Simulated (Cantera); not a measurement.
Input: 1 mol Al, 2.2 mol Cl₂, at 61000 Pa.

Equilibrium computed with Cantera from the NASA thermochemical tables; the gas is ideal and each condensed phase is pure. Candidate condensed phases: Al, AlCl₃; 8 gas species. Equilibrium is a limit: real reactors are often held back by kinetics, nucleation or transport.

log p: log10 of the partial pressure in bar; nothing condenses.

```tsv
T (°C)	log p AlCl₃	log p Cl₂	log p Al₂Cl₆	log p Cl	log p AlCl₂
250	-2.65	-0.45	-0.60	-9.50	<-12
400	-1.33	-0.47	-0.66	-6.78	<-12
550	-0.66	-0.54	-1.01	-5.07	<-12
700	-0.47	-0.59	-1.78	-3.89	-12.11
850	-0.45	-0.60	[?]	[?]	-9.93
1000	-0.45	-0.61	[?]	[?]	-8.28
1150	-0.45	-0.62	-3.64	-1.78	-6.98
```

**Question.** Fill in the missing entries.

**Answer.** 
- 850, log p Al₂Cl₆: -2.56
- 850, log p Cl: -3.00
- 1000, log p Al₂Cl₆: -3.16
- 1000, log p Cl: -2.32
